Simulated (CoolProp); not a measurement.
Saturation properties of R22.

Model: reference Helmholtz-energy equation of state, Kamei 1995, in CoolProp.

```
T (K)  p (bar)  vapour density (kg/m³)  surface tension (mN/m)  liquid conductivity (mW/(m K))
-----  -------  ----------------------  ----------------------  ------------------------------
223.4   0.6536                   3.125                    19.7                             118
234.4    1.115                   5.143                    17.9                             113
245.5    1.808                   8.091                    16.1                             108
256.5    2.786                   12.17                    14.4                             103
267.5    4.126                   17.71                    12.7                            98.1
278.6    5.924                   25.13                    11.0                            93.2
289.6    8.230                   34.78                    9.35                            88.3
300.6    11.15                   47.31                    7.77                            83.4
311.7    14.80                   63.71                    6.23                            78.5
322.7    19.23                   84.95                    4.77                            73.4
333.7    24.57                   113.2                    3.40                            68.2
344.7    30.94                   152.4                    2.13                            62.8
```

It boils at 232.3 K under 1 atm.

Thermal conductivity comes from a separate model (McLinden 2000), an estimate that may be off by 10 % or more. Surface tension comes from a separate correlation (Mulero 2012).
